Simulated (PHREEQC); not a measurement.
Make-up at 25 °C: 15 mmol/kgw HCl, 0.34 mmol/kgw CuSO4 and 0.039 mmol/kgw MnSO4. Closed to the air; pH follows from the charge balance.

Equilibrium calculation in PHREEQC: ion-association model, phreeqc.dat.

This is a speciation only: nothing precipitates in the calculation.

Q: Estimate the pH.

A: pH 1.88.

Q: In which forms is Cu present?

A: Cu+2 96 %, CuCl+ 2.4 %, CuSO4 1.5 % of the Cu.
